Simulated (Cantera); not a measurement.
Feed: 1 mol B2H6, 5 mol H2O, at 2.10 mbar.

Equilibrium computed with Cantera from the NASA thermochemical tables; the gas is ideal and each condensed phase is pure. Candidate condensed phases: B, B2O3, B3O3H3, H2O; 23 gas species. The feed counts by its element totals alone. Gases not in the tables: H3BO3. The numbers say what is thermodynamically allowed, not how fast it happens.

Problem. At 1123 K, list the 4 most abundant gas species with their mole fractions, and the condensed phases.

Solution. H2 0.749, H2O 0.248, HBO2 0.00279, (HBO2)3 8.97e-5. Condensed: B2O3(l).
